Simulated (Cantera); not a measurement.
A freely propagating, adiabatic, planar premixed flame of 10.1 % CH₄, 0.597 % C₂H₆, 17.2 % O₂, 72.1 % N₂, unburnt at 648 K and 1.00 atm; mixture-averaged transport, grid criteria slope 0.08 and curve 0.16, no radiation.

Computed with Cantera and GRI-Mech 3.0 (53 species, 325 reactions). Burning velocities carry a grid error of a few per cent, more on coarse grids.

### Question
Predict: laminar burning velocity; thermal thickness; peak x(O); peak x(H₂O₂).

### Answer
- laminar burning velocity = 101 cm/s
- thermal thickness = 0.395 mm
- peak x(O) = 0.000866
- peak x(H₂O₂) = 1.34e-5
